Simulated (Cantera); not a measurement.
Mixture: CH4 : O2 : N2 : H2O = 1 : 0.952 : 5.71 : 0.59 (molar parts), equivalence ratio 2.1, at 10.0 bar, adiabatic and at constant volume. Ignition delay is the time to a rise of 400 K.

Model: GRI-Mech 3.0 (53 species, 325 reactions), integrated in Cantera.

Predict: delay at 1273 K; delay at 1423 K; delay at 1573 K; delay at 1723 K; delay at 1873 K; apparent activation energy between 1798 and 1948 K.

delay at 1273 K: 4.65 ms
delay at 1423 K: 0.975 ms
delay at 1573 K: 0.217 ms
delay at 1723 K: 53.7 µs
delay at 1873 K: 16.2 µs
apparent activation energy between 1798 and 1948 K: 210 kJ/mol
